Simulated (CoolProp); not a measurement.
Properties of tetradecamethylhexasiloxane (MD4M) along the isotherm 536.4 K.

Values from CoolProp's reference Helmholtz-energy equation of state, Thol 2019.

```json
[
 {"p (MPa)": "0.113", "phase": "liquid", "Z": "0.01837", "speed of sound (m/s)": "333.9", "Joule-Thomson coefficient (K/MPa)": "?", "isothermal compressibility (1/MPa)": "0.01594", "expansivity (1/kK)": "2.149", "fugacity coefficient": "0.8584"},
 {"p (MPa)": "0.226", "phase": "liquid", "Z": "0.03667", "speed of sound (m/s)": "337.2", "Joule-Thomson coefficient (K/MPa)": "0.09789", "isothermal compressibility (1/MPa)": "0.01559", "expansivity (1/kK)": "2.120", "fugacity coefficient": "0.4372"},
 {"p (MPa)": "0.339", "phase": "liquid", "Z": "0.05490", "speed of sound (m/s)": "340.4", "Joule-Thomson coefficient (K/MPa)": "0.08713", "isothermal compressibility (1/MPa)": "0.01525", "expansivity (1/kK)": "2.092", "fugacity coefficient": "0.2968"},
 {"p (MPa)": "0.452", "phase": "liquid", "Z": "0.07308", "speed of sound (m/s)": "?", "Joule-Thomson coefficient (K/MPa)": "0.07685", "isothermal compressibility (1/MPa)": "0.01494", "expansivity (1/kK)": "2.065", "fugacity coefficient": "0.2267"},
 {"p (MPa)": "0.565", "phase": "liquid", "Z": "0.09120", "speed of sound (m/s)": "346.7", "Joule-Thomson coefficient (K/MPa)": "0.06700", "isothermal compressibility (1/MPa)": "0.01464", "expansivity (1/kK)": "2.040", "fugacity coefficient": "0.1847"},
 {"p (MPa)": "0.678", "phase": "liquid", "Z": "0.1093", "speed of sound (m/s)": "349.8", "Joule-Thomson coefficient (K/MPa)": "0.05756", "isothermal compressibility (1/MPa)": "0.01435", "expansivity (1/kK)": "2.015", "fugacity coefficient": "0.1568"},
 {"p (MPa)": "0.791", "phase": "liquid", "Z": "0.1273", "speed of sound (m/s)": "352.9", "Joule-Thomson coefficient (K/MPa)": "0.04850", "isothermal compressibility (1/MPa)": "0.01407", "expansivity (1/kK)": "1.991", "fugacity coefficient": "0.1368"},
 {"p (MPa)": "0.904", "phase": "liquid", "Z": "0.1452", "speed of sound (m/s)": "355.8", "Joule-Thomson coefficient (K/MPa)": "0.03980", "isothermal compressibility (1/MPa)": "0.01380", "expansivity (1/kK)": "1.969", "fugacity coefficient": "0.1219"},
 {"p (MPa)": "1.02", "phase": "liquid", "Z": "0.1636", "speed of sound (m/s)": "358.9", "Joule-Thomson coefficient (K/MPa)": "?", "isothermal compressibility (1/MPa)": "0.01354", "expansivity (1/kK)": "1.946", "fugacity coefficient": "0.1101"},
 {"p (MPa)": "1.13", "phase": "liquid", "Z": "0.1810", "speed of sound (m/s)": "361.7", "Joule-Thomson coefficient (K/MPa)": "0.02337", "isothermal compressibility (1/MPa)": "?", "expansivity (1/kK)": "1.926", "fugacity coefficient": "0.1011"},
 {"p (MPa)": "1.24", "phase": "liquid", "Z": "0.1983", "speed of sound (m/s)": "364.5", "Joule-Thomson coefficient (K/MPa)": "?", "isothermal compressibility (1/MPa)": "0.01308", "expansivity (1/kK)": "1.906", "fugacity coefficient": "0.09381"}
]
```

**Question.** Fill in the missing entries.

**Answer.** 
- 0.113, Joule-Thomson coefficient (K/MPa): 0.1091
- 0.452, speed of sound (m/s): 343.6
- 1.02, Joule-Thomson coefficient (K/MPa): 0.03121
- 1.13, isothermal compressibility (1/MPa): 0.01331
- 1.24, Joule-Thomson coefficient (K/MPa): 0.01582
